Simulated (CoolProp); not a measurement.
Model: reference Helmholtz-energy equation of state, Thol 2018, in CoolProp.

**Question.** For hydrogen chloride, give the phase and the density (kg/m³), cp (kJ/(kg K)) at 334.8 K and 112 bar.

**Answer.** 
- 334.8 K and 112 bar: supercritical; density 584, cp 5.53
